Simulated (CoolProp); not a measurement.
Properties of R11 along the isobar 0.101 MPa.

Values from CoolProp's reference Helmholtz-energy equation of state, Jacobsen 1992.

| T (K) | phase | Z | Prandtl number |
|---|---|---|---|
| 415.1 | gas | 0.9884 | 0.703 |
| 420.7 | gas | 0.9889 | 0.704 |
| 426.4 | gas | 0.9893 | 0.704 |
| 432 | gas | 0.9898 | 0.704 |
| 437.7 | gas | 0.9902 | 0.704 |
| 443.3 | gas | 0.9906 | 0.704 |
| 448.9 | gas | 0.9909 | 0.704 |
| 454.6 | gas | 0.9913 | 0.704 |
| 460.2 | gas | 0.9917 | 0.704 |
| 465.9 | gas | 0.9920 | 0.704 |
| 471.5 | gas | 0.9923 | 0.704 |
| 477.2 | gas | 0.9926 | 0.704 |
| 482.8 | gas | 0.9929 | 0.704 |
| 488.4 | gas | 0.9931 | 0.704 |
| 494.1 | gas | 0.9934 | 0.704 |
| 499.7 | gas | 0.9937 | 0.705 |

Viscosity comes from a separate model (Klein 1997), an estimate that may be off by 10 % or more. Thermal conductivity comes from a separate model (McLinden 2000), an estimate that may be off by 10 % or more.
